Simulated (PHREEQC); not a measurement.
A column of 1 m (30 cells, dispersivity 0.08 m, 3600 s a shift, diffusion coefficient 3e-10 m²/s) holds 0.0057 eq of the database's cation exchanger X per kg of pore water, first in equilibrium with 0.00056 mol/kgw KBr, 0.079 mol/kgw (NH4)2SO4 and 1e-05 mol/kgw HCl. It is flushed with 4.8 mmol/kgw LiCl, 0.86 mmol/kgw Na2SO4 and 0.01 mmol/kgw HCl, at 40 °C. Values are for the last cell. The system is closed to CO2. Nothing may precipitate in this run.

Base run: PHREEQC, ion-association model, phreeqc.dat. Each further column changes one thing. The table gives Li in solution (mol/kgw).

```
pore volumes     base  exchange capacity from 0.0057 to 0.0029 eq/kgw  dispersivity from 0.08 to 0.16 m
------------  -------  ----------------------------------------------  --------------------------------
0                   0                                               0                                 0
0.4167        6.83e-5                                         7.13e-5                          0.000312
0.8167        0.00163                                         0.00169                           0.00202
1.217         0.00311                                         0.00334                               ___
1.617         0.00338                                         0.00381                           0.00374
2.017         0.00330                                         0.00381                           0.00379
2.417         0.00339                                         0.00389                           0.00372
2.817         0.00363                                         0.00409                           0.00371
3.217         0.00388                                         0.00429                           0.00379
3.617         0.00408                                         0.00444                               ___
4.017         0.00424                                         0.00456                               ___
```

Task: Some entries are withheld; supply them.

Result: 
- 1.217, dispersivity from 0.08 to 0.16 m: 0.00326
- 3.617, dispersivity from 0.08 to 0.16 m: 0.00392
- 4.017, dispersivity from 0.08 to 0.16 m: 0.00405

Away from 25 °C the constants follow the database's enthalpies or fits; those with neither stay at their 25 °C values.
